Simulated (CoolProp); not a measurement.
Computed with CoolProp (reference Helmholtz-energy equation of state, Gao 2016).

For sulfur dioxide, give the phase and the density (kg/m³), cp (kJ/(kg K)), Joule-Thomson coefficient (K/MPa), isothermal compressibility (1/MPa) at -46.35 °C and 0.0942 MPa.


- -46.35 °C and 0.0942 MPa: liquid; density 1550, cp 1.36, Joule-Thomson coefficient -0.298, isothermal compressibility 0.000744
